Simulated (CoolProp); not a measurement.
100 sccm (0 °C, 1 atm) of nitrogen bubbles through liquid toluene at 310.5 K and leaves saturated at a total pressure of 0.0601 MPa (ideal gas phase). Each further row changes one setting.

Model: reference Helmholtz-energy equation of state, Lemmon 2006, in CoolProp. It is a short technical equation, of lower accuracy than the large ones.

| case | vapour pressure (kPa) | mole fraction of vapour | delivery (mg/min) | delivery (sccm) | change of delivery for a bath 1 K warmer (%) |
|---|---|---|---|---|---|
| as stated | 6.98 | 0.116 | 54.0 | 13.1 | 5.4 |
| bath temperature 315.5 K | (withheld) | 0.146 | (withheld) | 17.1 | 5.4 |
| total pressure 0.12 MPa | 6.98 | (withheld) | 25.4 | 6.17 | (withheld) |

**Question.** What belongs in the gaps?

**Answer.** 
- bath temperature 315.5 K, vapour pressure (kPa): 8.78
- bath temperature 315.5 K, delivery (mg/min): 70.4
- total pressure 0.12 MPa, mole fraction of vapour: 0.0582
- total pressure 0.12 MPa, change of delivery for a bath 1 K warmer (%): 5.1
